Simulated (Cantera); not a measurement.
Feed: 1 mol SiH4, 0.0052 mol Cl2, 12 mol N2, equilibrated at 1750 K and 0.00133 bar.

Method: chemical equilibrium by Gibbs-energy minimisation in Cantera with the NASA 1993 tables (ideal gas, pure condensed phases). Candidate condensed phases: NH4Cl, Si, Si3N4; 28 gas species. The tables' values for SiN are old estimates; treat these amounts as uncertain. Kinetics and transport are ignored.

Base state: N2 0.855, H2 0.141, H 0.00239, Si 0.00113, HCl 0.000700, Si2N 3.33e-5, SiH 2.04e-5, SiN 1.96e-5 (mole fractions); condensed: Si(l).

Question: What changes in the equilibrium state with this change: temperature from 1750 K to 1275 K?

Answer: 
```tsv
species	before	after
N2	0.855	0.850
H2	0.141	0.150
HCl	0.000700	0.000780
H	0.00239	7.81e-6
SiCl2	1.15e-5	3.89e-8
Si	0.00113	<1e-9
Si2N	3.33e-5	<1e-9
Si(l), mol	0.982	0
Si3N4(s), mol	0	0.333
```
N2 is the only nitrogen source here; it is nearly inert below about 1500 K, so the nitride shown seldom forms there in practice.
